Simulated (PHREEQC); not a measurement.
Dissolve 0.035 mol/kgw Li2SO4 and 0.00016 mol/kgw CO2 at 25 °C. Closed to the air; pH follows from the charge balance.

Equilibrium calculation in PHREEQC: ion-association model, phreeqc.dat.

Each row changes one thing in this solution. No solid was allowed to form.

```tsv
case	pH	ionic strength (mol/kgw)	Li+ (mol/kgw)	SO4-2 (mol/kgw)	LiSO4- (mol/kgw)	HSO4- (mol/kgw)
as made	5.25	0.0980	0.0665	0.0315	0.00349	8.20e-6
CO2 replaced by KHCO3 at the same molality	(withheld)	0.0982	0.0665	0.0315	0.00348	(withheld)
diluted 10-fold with water	5.66	0.0104	0.00693	0.00343	6.90e-5	5.39e-7
Li2SO4 from 0.035 to 0.07 mol/kgw	5.30	0.189	0.130	0.0597	0.0103	1.15e-5
temperature from 25 to 50 °C	5.30	0.0983	0.0666	0.0316	(withheld)	(withheld)
CO2 from 0.00016 to 0.0016 mol/kgw	4.74	0.0980	0.0665	0.0315	0.00348	2.68e-5
CO2 left out	7.15	0.0980	0.0665	0.0315	0.00349	(withheld)
CO2 from 0.00016 to 1.6e-05 mol/kgw	5.80	0.0980	0.0665	0.0315	0.00349	2.34e-6
CO2 from 0.00016 to 8e-05 mol/kgw	5.41	0.0980	0.0665	0.0315	0.00349	5.68e-6
```

### Question
Fill in the missing entries.

### Answer

- CO2 replaced by KHCO3 at the same molality, pH: 7.99
- CO2 replaced by KHCO3 at the same molality, HSO4- (mol/kgw): 1.49e-8
- temperature from 25 to 50 °C, LiSO4- (mol/kgw): 0.00336
- temperature from 25 to 50 °C, HSO4- (mol/kgw): 1.30e-5
- CO2 left out, HSO4- (mol/kgw): 1.03e-7

Complexes and solids missing from the database can't appear. Away from 25 °C the constants follow the database's enthalpies or fits; those with neither stay at their 25 °C values.
